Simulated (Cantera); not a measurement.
Charge: 1 mol Fe, 0.22 mol H2O, 0.35 mol N2, 0.21 mol Cl2, equilibrated at 1280 Torr.

Cantera equilibrium calculation (NASA polynomials, part measured and part estimated; ideal gas, pure solids and liquids). Candidate condensed phases: Fe, FeCl2, FeCl3, FeO, Fe(OH)2, Fe(OH)3, Fe2O3, Fe3O4, H2O, NH4Cl; 37 gas species. Mutual solubility and eutectic melting of coexisting phases are not modelled. The tables' stoichiometric FeO is somewhat more stable than real wüstite, so its field is too wide. FeO: taken at fixed stoichiometry. Kinetics and transport are ignored.

### Question
At 1600 K, list the 5 most abundant gas species with their mole fractions, and the condensed phases.

### Answer
N2 0.449, FeCl2 0.183, HCl 0.168, H2 0.136, H2O 0.0623. Condensed: Fe(γ) + FeO(s).
